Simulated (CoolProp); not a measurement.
Vapour-liquid equilibrium of isohexane (1) + n-hexane (2) at 0.117 MPa; x and y are mole fractions of (1).

The numbers come from the multi-fluid Helmholtz-energy mixture model, Lemmon 2006 and Thol 2019; pair parameters Bell 2016 in CoolProp.

```json
[
 {"x": "0.05", "bubble temperature (K)": "346.0", "y at the bubble point": "0.064", "dew temperature at overall composition x (K)": "346.1", "liquid density (mol/L)": "7.066"},
 {"x": "0.15", "bubble temperature (K)": "345.0", "y at the bubble point": "0.187", "dew temperature at overall composition x (K)": "345.3", "liquid density (mol/L)": "7.069"},
 {"x": "0.25", "bubble temperature (K)": "344.0", "y at the bubble point": "0.302", "dew temperature at overall composition x (K)": "344.4", "liquid density (mol/L)": "7.071"},
 {"x": "0.35", "bubble temperature (K)": "343.1", "y at the bubble point": "0.411", "dew temperature at overall composition x (K)": "343.6", "liquid density (mol/L)": "7.074"},
 {"x": "0.45", "bubble temperature (K)": "342.2", "y at the bubble point": "0.513", "dew temperature at overall composition x (K)": "342.7", "liquid density (mol/L)": "7.076"},
 {"x": "0.55", "bubble temperature (K)": "341.3", "y at the bubble point": "0.611", "dew temperature at overall composition x (K)": "341.8", "liquid density (mol/L)": "7.078"},
 {"x": "0.65", "bubble temperature (K)": "340.5", "y at the bubble point": "0.703", "dew temperature at overall composition x (K)": "341.0", "liquid density (mol/L)": "7.080"},
 {"x": "0.75", "bubble temperature (K)": "339.7", "y at the bubble point": "0.792", "dew temperature at overall composition x (K)": "340.1", "liquid density (mol/L)": "7.081"},
 {"x": "0.85", "bubble temperature (K)": "339.0", "y at the bubble point": "0.877", "dew temperature at overall composition x (K)": "339.2", "liquid density (mol/L)": "7.083"},
 {"x": "0.95", "bubble temperature (K)": "338.3", "y at the bubble point": "0.959", "dew temperature at overall composition x (K)": "338.4", "liquid density (mol/L)": "7.084"}
]
```

No azeotrope shows between x = 0.05 and 0.95.

The pair parameters rest on a limited set of measurements; away from them the model extrapolates.
